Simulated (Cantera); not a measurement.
Input (Python, Cantera):

```python
import numpy as np
import cantera as ct

gas = ct.Solution("gri30.yaml")
gas.TPX = 1273, 13332, {'C3H8': 1, 'H2': 1.6}
inlet = ct.Reservoir(gas, clone=True)

reactor = ct.IdealGasConstPressureReactor(gas, energy="off", clone=False)
exhaust = ct.Reservoir(gas, clone=True)
tau = [4.5, 1.7, 0.62, 0.23, 0.085, 0.032, 0.012, 0.0044, 0.0016][0]
for a, b in ((inlet, reactor), (reactor, exhaust)):
    ct.MassFlowController(a, b, mdot=lambda t: reactor.mass / tau)
net = ct.ReactorNet([reactor])
show = ['C3H8', 'H2', 'C2H2', 'C2H6', 'CH3', 'C2H4', 'C2H']

rows = []
print(f"{'tau/s':>10s}{'T/K':>9s}" + "".join(f"{s:>11s}" for s in show))
for tau in [4.5, 1.7, 0.62, 0.23, 0.085, 0.032, 0.012, 0.0044, 0.0016]:
    net.initial_time = 0.0
    net.advance(30 * tau)
    before = gas.X
    net.advance(40 * tau)
    drift = np.max(np.abs(gas.X - before) / (gas.X + 1e-9))
    rows.append([gas.T, *gas[show].X, drift])
    print(f"{tau:10.3e}{gas.T:9.1f}" + "".join(f"{x:11.3e}" for x in gas[show].X))
```

Result:

```
     tau/s      T/K       C3H8         H2       C2H2       C2H6        CH3       C2H4        C2H
 4.500e+00   1273.0  5.230e-04  5.638e-01  1.692e-01  5.731e-04  5.826e-05  7.250e-02  9.156e-10
 1.700e+00   1273.0  1.125e-03  5.534e-01  1.573e-01  7.653e-04  8.309e-05  8.539e-02  1.141e-09
 6.200e-01   1273.0  2.512e-03  5.385e-01  1.371e-01  1.097e-03  1.223e-04  1.081e-01  1.337e-09
 2.300e-01   1273.0  5.622e-03  5.209e-01  1.083e-01  1.635e-03  1.819e-04  1.409e-01  1.389e-09
 8.500e-02   1273.0  1.289e-02  5.039e-01  7.375e-02  2.538e-03  2.766e-04  1.789e-01  1.197e-09
 3.200e-02   1273.0  2.981e-02  4.940e-01  4.146e-02  4.097e-03  4.267e-04  2.074e-01  7.825e-10
 1.200e-02   1273.0  7.013e-02  4.993e-01  1.778e-02  6.707e-03  6.653e-04  2.075e-01  3.384e-10
 4.400e-03   1273.0  1.529e-01  5.269e-01  5.238e-03  8.849e-03  9.863e-04  1.616e-01  8.605e-11
 1.600e-03   1273.0  2.560e-01  5.655e-01  1.050e-03  6.954e-03  1.253e-03  9.094e-02  1.431e-11
```

Computed with Cantera and GRI-Mech 3.0 (53 species, 325 reactions). GRI-Mech 3.0 was tuned for natural gas; its chemistry of propane as a main component is partial and can be far from experiment. GRI-Mech 3.0 stops at C3 and has no aromatics, soot or wall deposition, so with more carbon than oxygen in the feed, carbon stays in small species such as C2H2 where larger ones or solid carbon would form.
